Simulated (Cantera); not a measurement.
A freely propagating, adiabatic, planar premixed flame of 52.2 % H2, 10.0 % O2, 37.8 % N2, unburnt at 550 K and 28000 Pa; mixture-averaged transport, grid criteria slope 0.08 and curve 0.16, no radiation.

Cantera simulation using the H2/O2 subset of GRI-Mech 3.0, which has no nitrogen chemistry; the numbers are that mechanism's predictions, not measurements. Burning velocities carry a grid error of a few per cent, more on coarse grids.

**Question.** Predict: laminar burning velocity; thermal thickness; peak x(OH); peak x(H); peak x(H2O2).

**Answer.** 
```
Property                    Result
------------------------  --------
laminar burning velocity  620 cm/s
thermal thickness          2.39 mm
peak x(OH)                 0.00207
peak x(H)                    0.102
peak x(H2O2)               2.41e-6
```
